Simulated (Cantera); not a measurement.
Charge: 1 mol SiHCl3, 0.027 mol HCl, 13 mol N2, held at 800 K and 0.200 bar.

Method: chemical equilibrium by Gibbs-energy minimisation in Cantera with the NASA 1993 tables (ideal gas, pure condensed phases). Candidate condensed phases: NH4Cl, Si, Si3N4; 28 gas species. N2 is the only nitrogen source here; it is nearly inert below about 1500 K, so the nitride shown seldom forms there in practice. Kinetics and transport are ignored.

Question: What is the equilibrium state?

Answer: 
* **x(N2)**: 0.897
* **x(HCl)**: 0.0525
* **x(SiCl4)**: 0.0403
* **x(H2)**: 0.0100
* **x(SiHCl3)**: 6.94e-6
* **n(Si3N4(s))**: 0.143 mol
* **gas amount**: 14.17 mol
* **log10 activity of Si(s) (absent)**: -9.95
